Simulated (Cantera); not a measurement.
**Thermodynamics of iron carbonyl, mercury and lead vapours, feed PbO + CO + N₂ + NH₃**

Input: 1 mol PbO, 0.047 mol CO, 4.7 mol N₂, 0.16 mol NH₃, at 13.3 mbar.

Cantera equilibrium calculation (NASA polynomials, part measured and part estimated; ideal gas, pure solids and liquids). Candidate condensed phases: C, C₆H₆, C₇H₈, C₈H₁₈, H₂O, Pb, PbO, PbO₂, Pb₃O₄; 139 gas species. Mutual solubility and eutectic melting of coexisting phases are not modelled. The numbers say what is thermodynamically allowed, not how fast it happens.

```
T (°C)   x N₂   x H₂O    x CO₂      x Pb     x PbO  n Pb(l)  n PbO(red)  n PbO(yellow)
------  -----  ------  -------  --------  --------  -------  ----------  -------------
452     0.943  0.0474  0.00928   2.53e-7  6.62e-11    0.287       0.713              0
502     0.943  0.0474  0.00928   1.87e-6   1.35e-9    0.287           0          0.713
552     0.943  0.0474  0.00928   1.08e-5   1.88e-8    0.287           0          0.713
602     0.943  0.0474  0.00927   5.06e-5   1.93e-7    0.287           0          0.713
652     0.943  0.0474  0.00927  0.000200   1.53e-6    0.286           0          0.713
702     0.943  0.0473  0.00927  0.000688   9.73e-6    0.283           0          0.713
752     0.941  0.0473  0.00925   0.00209   5.14e-5    0.276           0          0.713
802     0.938  0.0471  0.00922   0.00570  0.000231    0.258           0          0.712
```
x: gas mole fraction; n: condensed amount in mol.

At 452 °C the condensed part is Pb(l) + PbO(red). From 502 °C to 802 °C the condensed part is Pb(l) + PbO(yellow). The main Pb-bearing gas is Pb throughout.
